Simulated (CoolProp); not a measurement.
Vapour-liquid equilibrium of p-xylene (1) + n-undecane (2) at 527 K; x and y are mole fractions of (1).

Computed with CoolProp (multi-fluid Helmholtz-energy mixture model, Zhou 2012 and Aleksandrov 2011; pair parameters Bell 2016).

| x | bubble pressure, mixture model (kPa) | bubble pressure, Raoult's law (kPa) | y, mixture model | y, Raoult's law |
|---|---|---|---|---|
| 0.05 | 378.1 | 385.0 | 0.108 | 0.136 |
| 0.125 | 421.6 | 437.5 | 0.248 | 0.300 |
| 0.2 | 466.7 | 490.1 | 0.366 | 0.429 |
| 0.275 | 513.3 | 542.7 | 0.468 | 0.533 |
| 0.35 | 561.6 | 595.3 | 0.556 | 0.618 |
| 0.425 | 611.6 | 647.8 | 0.632 | 0.689 |
| 0.5 | 663.2 | 700.4 | 0.700 | 0.750 |
| 0.575 | 716.5 | 753.0 | 0.760 | 0.803 |
| 0.65 | 771.6 | 805.6 | 0.813 | 0.848 |
| 0.725 | 828.5 | 858.1 | 0.861 | 0.888 |
| 0.8 | 887.0 | 910.7 | 0.904 | 0.923 |
| 0.875 | 947.3 | 963.3 | 0.943 | 0.955 |
| 0.95 | 1009 | 1016 | 0.978 | 0.983 |

The largest gap from Raoult's law is -5.7 % in bubble pressure, at x = 0.35. No azeotrope shows between x = 0.05 and 0.95.

The pair parameters rest on a limited set of measurements; away from them the model extrapolates.
